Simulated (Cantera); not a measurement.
Cantera run, input and output.

```python
import numpy as np
import cantera as ct

gas = ct.Solution("SiF4_NH3_mec.yaml", "gas")
gas.TPX = 1750, 100000, {'NH3': 1, 'N2': 23}
reactor = ct.IdealGasConstPressureReactor(gas, energy="off", clone=False)
net = ct.ReactorNet([reactor])
net.rtol, net.atol = 1e-08, 1e-18
show = ['NH3', 'N', 'NH2', 'N2', 'N2H4']
times = np.geomspace(0.0003, 7, 10)

steps = ct.SolutionArray(gas, extra=["t"])
rows = []
print(f"{'t/s':>10s}{'T/K':>9s}{'P/Pa':>11s}" + "".join(f"{s:>11s}" for s in show))
for t in times:
    while net.time < t:
        t_next = net.step()
        steps.append(gas.state, t=t_next)
    rows.append([np.interp(t, steps.t, y) for y in (steps.T, steps.P, *steps(*show).X.T)])
    print(f"{t:10.3e}{rows[-1][0]:9.1f}{rows[-1][1]:11.4g}" + "".join(f"{x:11.3e}" for x in rows[-1][2:]))
rate = np.gradient(steps.T, steps.t)
print("integrator steps:", len(steps.t))
if steps.T.max() > steps.T[0] + 200:
    print(f"time of steepest temperature rise: {steps.t[rate.argmax()]:.4e} s")
gas.TPX = 1750, 100000, {'NH3': 1, 'N2': 23}
gas.equilibrate("TP")
print(f"equilibrium (TP): T = {gas.T:.1f} K  " + "  ".join(f"{s} {gas[s].X[0]:.3e}" for s in show))
```

It prints:

```
       t/s      T/K       P/Pa        NH3          N        NH2         N2       N2H4
 3.000e-04   1750.0      1e+05  4.165e-02  3.814e-11  1.154e-05  9.583e-01  6.365e-10
 9.172e-04   1750.0      1e+05  4.163e-02  3.368e-10  3.369e-05  9.583e-01  5.435e-09
 2.804e-03   1750.0      1e+05  4.153e-02  1.480e-09  6.615e-05  9.583e-01  2.097e-08
 8.573e-03   1750.0      1e+05  4.119e-02  4.787e-09  6.777e-05  9.581e-01  2.201e-08
 2.621e-02   1750.0      1e+05  4.017e-02  1.610e-08  6.110e-05  9.577e-01  1.789e-08
 8.013e-02   1750.0      1e+05  3.724e-02  4.456e-08  5.134e-05  9.564e-01  1.263e-08
 2.450e-01   1750.0      1e+05  2.987e-02  7.645e-08  3.954e-05  9.531e-01  7.491e-09
 7.489e-01   1750.0      1e+05  1.668e-02  8.232e-08  2.409e-05  9.473e-01  2.780e-09
 2.290e+00   1750.0      1e+05  4.777e-03  5.575e-08  8.761e-06  9.421e-01  3.676e-10
 7.000e+00   1750.0      1e+05  8.279e-04  1.990e-08  1.905e-06  9.403e-01  1.738e-11
integrator steps: 1319
equilibrium (TP): T = 1750.0 K  NH3 4.584e-07  N 1.415e-11  NH2 1.142e-09  N2 9.400e-01  N2H4 6.259e-18
```

Detailed kinetics in Cantera: the gas-phase N/H chemistry of the illustrative SiF4/NH3 mechanism in the Surface Chemkin manual (1991). Walls and surfaces, which speed up NH3 decomposition in real reactors, are not modelled.
